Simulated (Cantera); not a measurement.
## CH3OH + H2 + N2 (carbon deposition, reforming and gasification)

Charge: 1 mol CH3OH, 17 mol H2, 42 mol N2, held at 2480 Torr.

Equilibrium computed with Cantera from the NASA thermochemical tables; the gas is ideal and each condensed phase is pure. Candidate condensed phases: C, C6H6, C7H8, C8H18, H2O; 136 gas species. Rates play no part.

```
T (°C)   x N2   x H2     x CH4     x H2O      x CO     x NH3
------  -----  -----  --------  --------  --------  --------
550     0.700  0.266    0.0165    0.0165  0.000108  0.000903
625     0.698  0.270    0.0151    0.0150   0.00131  0.000476
700     0.692  0.281    0.0106    0.0102   0.00558  0.000286
775     0.685  0.293   0.00569   0.00546    0.0104  0.000186
850     0.681  0.300   0.00280   0.00270    0.0133  0.000125
925     0.679  0.303   0.00140   0.00136    0.0147   8.75e-5
1000    0.678  0.305  0.000729  0.000726    0.0154   6.33e-5
1075    0.678  0.305  0.000397  0.000418    0.0157   4.73e-5
1150    0.678  0.306  0.000219  0.000265    0.0159   3.63e-5
1225    0.678  0.306  0.000120  0.000188    0.0159   2.87e-5
1300    0.678  0.306   6.33e-5  0.000150    0.0160   2.31e-5
1375    0.677  0.306   3.29e-5  0.000132    0.0160   1.90e-5
1450    0.677  0.306   1.73e-5  0.000124    0.0160   1.59e-5
1525    0.677  0.306   9.32e-6  0.000120    0.0160   1.35e-5
```
x: gas mole fraction; nothing condenses.

From 550 °C to 1525 °C nothing is condensed. The main C-bearing gas is CH4 at 550 °C and CO at 1525 °C.
